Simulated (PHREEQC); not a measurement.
A made-up water analysis in mmol/kgw, 25 °C, pH 8.13, pe 1.9:

```
constituent           mmol/kgw
--------------------  --------
Na                        79.7
K                         26.6
Ca                       0.716
Mg                         6.5
Cl                         115
S(6)                      2.07
Alkalinity (meq/kgw)     0.173
Si                         1.5
N(-3)                     1.85
```

Cl is adjusted to close the charge balance.
Valence states are taken as typed.

Equilibrium calculation in PHREEQC: ion-association model, phreeqc.dat.

Each row changes one thing in this solution. No solid was allowed to form.

```csv
case,SO4-2 (mol/kgw),NH3 (mol/kgw),H3SiO4- (mol/kgw),HCO3- (mol/kgw),MgOH+ (mol/kgw),CO3-2 (mol/kgw),SI of SiO2(a) (SiO2)
as made,0.00148,9.39e-5,3.99e-5,3.19e-5,1.47e-6,4.38e-7,-0.11
pH from 8.13 to 7.63 at the same alkalinity,0.00148,3.08e-5,1.29e-5,0.000119,4.64e-7,5.17e-7,-0.10
K from 26.6 to 79.8 mmol/kgw,0.00143,8.90e-5,4.17e-5,3.48e-5,1.39e-6,5.18e-7,-0.10
Si from 1.5 to 0.75 mmol/kgw,0.00148,9.39e-5,1.99e-5,4.96e-5,1.47e-6,6.81e-7,-0.41
```

Some of these states are supersaturated (in Quartz (slow to form), Chalcedony (slow to form), for instance).
